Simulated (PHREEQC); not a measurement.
Solution (19 °C): 0.045 mol/kgw NaHSO4, 0.029 mol/kgw Na2CO3 and 0.005 mol/kgw NaCl. Closed to the air; pH follows from the charge balance.

Model: ion-association model, wateq4f.dat, run in PHREEQC.

No solid was allowed to form.

Predict the pH.

pH 6.16.

In which forms is S present?

SO4-2 86 %, NaSO4- 14 % of the S.
